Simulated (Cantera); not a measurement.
Input: 1 mol HgO, a varied amount of H2, at 1175 K and 33.0 Pa.

These are equilibrium values from Cantera (NASA tables, ideal gas, pure condensed phases), not measurements of a reactor. Candidate condensed phases: H2O, Hg, HgO; 10 gas species. Equilibrium is a limit: real reactors are often held back by kinetics, nucleation or transport.

log p: log10 of the partial pressure in bar; nothing condenses.

```
n(H2) (mol)  log p H2  log p Hg  log p H2O  log p O2  log p OH  log p H
-----------  --------  --------  ---------  --------  --------  -------
0.36           -10.18     -3.71      -4.15     -4.20     -8.13   -12.00
1.2               [?]       [?]        [?]       [?]       [?]      [?]
2               -3.96     -3.96      -3.96      <-15    -11.05    -8.89
2.8             -3.81     -4.06      -4.06      <-15    -11.23    -8.81
3.6             -3.73     -4.14      -4.14      <-15    -11.35    -8.78
4.4             -3.68       [?]        [?]      <-15       [?]    -8.75
5.2             -3.65     -4.27      -4.27      <-15    -11.52    -8.74
```

Task: Some entries are withheld; supply them.

Result: 
- 1.2, log p H2: -4.52
- 1.2, log p Hg: -3.82
- 1.2, log p H2O: -3.82
- 1.2, log p O2: -14.86
- 1.2, log p OH: -10.63
- 1.2, log p H: -9.17
- 4.4, log p Hg: -4.21
- 4.4, log p H2O: -4.21
- 4.4, log p OH: -11.44
